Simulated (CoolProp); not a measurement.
CH2F2 (R32) along the isobar 12.7 MPa: density (kg/m³) from the reference equation and from simpler models built on Tc = 351.3 K, pc = 5.783 MPa, ω = 0.277; each cubic takes its own stable root.

Values from CoolProp's reference Helmholtz-energy equation of state, Tillner-Roth 1997.

| T (K) | phase | reference | van der Waals | Redlich-Kwong | Soave-Redlich-Kwong |
|---|---|---|---|---|---|
| 321.2 | liquid | 935.3 | 536.2 | 703.5 | 721.8 |
| 327 | liquid | 912.7 | 528.0 | 686.0 | 701.7 |
| 332.8 | liquid | 889.0 | 519.4 | 667.9 | 680.6 |
| 338.6 | liquid | 863.9 | 510.6 | 649.2 | 658.4 |
| 344.4 | liquid | 837.4 | 501.5 | 629.7 | 635.0 |
| 350.2 | liquid | 809.0 | 492.2 | 609.5 | 610.4 |
| 355.9 | supercritical | 778.9 | 482.6 | 589.0 | 584.9 |
| 361.7 | supercritical | 745.8 | 472.6 | 567.3 | 557.6 |
| 367.5 | supercritical | 709.7 | 462.2 | 544.7 | 529.0 |
| 373.3 | supercritical | 670.3 | 451.4 | 521.4 | 499.2 |
| 379.1 | supercritical | 627.3 | 440.2 | 497.5 | 468.7 |
| 384.8 | supercritical | 582.0 | 428.7 | 473.4 | 438.6 |
